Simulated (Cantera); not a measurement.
# Thermodynamics of chemical vapour transport, feed MgO + Br2 + H2

Input: 1 mol MgO, 0.71 mol Br2, 0.2 mol H2, held at 13.3 mbar.

Equilibrium computed with Cantera from the NASA thermochemical tables; the gas is ideal and each condensed phase is pure. Candidate condensed phases: Br2, H2O, Mg, MgBr2, MgO, Mg(OH)2; 20 gas species. The numbers say what is thermodynamically allowed, not how fast it happens.

```
T (°C)    x Br  x Br2  x HBr  x MgBr2    x H2O      x O2      x OH     x H2  n MgO(s)
------  ------  -----  -----  -------  -------  --------  --------  -------  --------
700     0.0263  0.540  0.422  0.00589  0.00589  3.54e-10  3.06e-10  1.04e-7     0.995
750     0.0469  0.524  0.413  0.00834  0.00834   3.96e-9   1.78e-9  1.96e-7     0.992
800     0.0783  0.499  0.400   0.0113   0.0113   3.47e-8   8.66e-9  3.49e-7     0.989
850      0.123  0.464  0.383   0.0147   0.0147   2.42e-7   3.61e-8  5.93e-7     0.986
900      0.183  0.417  0.363   0.0183   0.0183   1.36e-6   1.31e-7  9.70e-7     0.982
950      0.257  0.360  0.339   0.0220   0.0220   6.22e-6   4.14e-7  1.55e-6     0.977
1000     0.341  0.295  0.314   0.0256   0.0256   2.29e-5   1.16e-6  2.46e-6     0.972
1050     0.426  0.228  0.288   0.0291   0.0290   6.76e-5   2.89e-6  3.96e-6     0.966
1100     0.505  0.166  0.264   0.0326   0.0322  0.000159   6.49e-6  6.55e-6     0.960
1150     0.570  0.115  0.243   0.0361   0.0355  0.000305   1.32e-5  1.12e-5     0.954
```
x: gas mole fraction; n: condensed amount in mol.

From 700 °C to 1150 °C the condensed part is MgO(s). The main Mg-bearing gas is MgBr2 throughout. The share of Mg in condensed phases is highest at 700 °C (99.5 %) and lowest at 1150 °C (95.4 %).
